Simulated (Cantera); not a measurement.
# Ignition delay

Mixture: H2 : O2 : N2 : NO = 1 : 0.649 : 2.44 : 0.013 (molar parts), at 1.00 atm, adiabatic and at constant pressure. Ignition delay is the time to a rise of 400 K.

Computed with Cantera and GRI-Mech 3.0 (53 species, 325 reactions). The mechanism lacks 2 NO + O2 → 2 NO2 and HONO, so NO2 and the effect of NO are under-described below about 1400 K. Where the delays flatten at high temperature, the 400 K rule measures the pace of heat release, not the induction time.

```tsv
T0 (K)	delay (ms)
975	0.239
1075	0.0985
1175	0.0526
1275	0.0335
1375	0.0244
1475	0.0200
1575	0.0180
1675	0.0175
```
